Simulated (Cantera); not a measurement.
Feed: 1 mol Ti, 1.2 mol C3H8, 43 mol H2, equilibrated at 48.0 mbar.

Cantera equilibrium calculation (NASA polynomials, part measured and part estimated; ideal gas, pure solids and liquids). Candidate condensed phases: C, C6H6, C7H8, C8H18, Ti, TiC; 77 gas species. TiC: taken at fixed stoichiometry. Equilibrium is a limit: real reactors are often held back by kinetics, nucleation or transport.

x: gas mole fraction; n: condensed amount in mol.

```csv
T (°C),x H2,x H,x CH4,x C2H2 (acetylene),n C(graphite),n TiC(s)
750,0.996,1.89e-8,0.00358,2.09e-9,2.43,1.00
850,0.999,1.94e-7,0.00140,2.20e-8,2.53,1.00
950,0.999,___,___,___,2.57,1.00
1050,1.000,7.24e-6,0.000326,8.25e-7,2.58,1.00
1150,1.000,3.03e-5,0.000183,3.43e-6,2.59,1.00
1250,1.000,0.000105,0.000110,1.18e-5,2.59,1.00
1350,1.000,0.000315,7.11e-5,3.48e-5,2.59,1.00
1450,0.999,___,___,___,2.59,1.00
1550,0.998,0.00198,3.41e-5,0.000211,2.58,1.00
1650,0.995,0.00429,2.50e-5,0.000449,2.56,1.00
1750,0.990,0.00863,1.88e-5,0.000885,2.51,1.000
1850,0.982,0.0162,1.45e-5,0.00163,2.44,1.000
```

### Question
What belongs in the gaps?

### Answer

- 1450, x H: 0.000832
- 1450, x CH4: 4.82e-5
- 1450, x C2H2 (acetylene): 9.04e-5
- 950, x H: 1.37e-6
- 950, x CH4: 0.000639
- 950, x C2H2 (acetylene): 1.57e-7
